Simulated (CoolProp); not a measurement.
Model: reference Helmholtz-energy equation of state, Penoncello 2003, in CoolProp.

For CHF3 (R23), give the phase and the cv (kJ/(kg K)), speed of sound (m/s) at 227.7 K and 6.44 MPa; 227.7 K and 38.7 MPa.


- 227.7 K and 6.44 MPa: liquid; cv 0.725, speed of sound 673
- 227.7 K and 38.7 MPa: liquid; cv 0.729, speed of sound 855
